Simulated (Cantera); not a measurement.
A closed system holds: 1 mol CF₄, 0.16 mol Si, equilibrated at 3.10 mbar.

These are equilibrium values from Cantera (NASA tables, ideal gas, pure condensed phases), not measurements of a reactor. Candidate condensed phases: C, Si, SiC; 23 gas species. The tables' values for SiF₃ are old estimates; treat these amounts as uncertain. Gases not in the tables: C₂F₆ and larger saturated fluorocarbons. The numbers say what is thermodynamically allowed, not how fast it happens.

Problem. At 2323 K, list the 5 most abundant gas species with their mole fractions, and the condensed phases.

Solution. F 0.521, CF₂ 0.362, SiF₄ 0.0668, CF₄ 0.0334, CF 0.00945. Condensed: C(graphite).
